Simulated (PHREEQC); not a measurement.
## Polishing slurry liquid: an equilibrium model

Consider water at 25 °C with 0.0033 mol/kgw KOH, 0.0011 mol/kgw H4SiO4 and 0.042 mol/kgw H3BO3. It is in equilibrium with CO2 at log p = -3.5 (atm). Otherwise closed; pH follows from the charge balance.

Equilibrium calculation in PHREEQC: Pitzer model, pitzer.dat.

No solid was allowed to form.

What pH does the model give?

pH 8.02.

In which forms is B present?

B(OH)3 93 %, B(OH)4- 6.0 %, B3O3(OH)4- 1.4 % of the B.
